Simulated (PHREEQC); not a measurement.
0.19 g of hydrous ferric oxide (600 m²/g; 0.2 weak and 0.005 strong sites per Fe, Dzombak-Morel constants, diffuse double layer) in 1 kg of water with 0.3 mol/kgw of an inert sodium salt and 0.031 mmol/kgw H3BO3 and 0.00056 mmol/kgw NiCl2, at 25 °C; the pH is set by adding NaOH or the inert anion's acid. Oxygen is held at 0.21 atm. The system is closed to CO2. Precipitation was switched off in this run.

The series has 17 steps of pH, from 3 to 9.

Equilibrium calculation in PHREEQC: ion-association model, wateq4f.dat.

Task: Near which pH is half of the Ni sorbed, and on which side is more sorbed?

Result: Near pH 6.5, with more sorbed at higher pH.

Species that the database lacks are ignored. The oxide is taken as insoluble; below pH 4 it would dissolve.
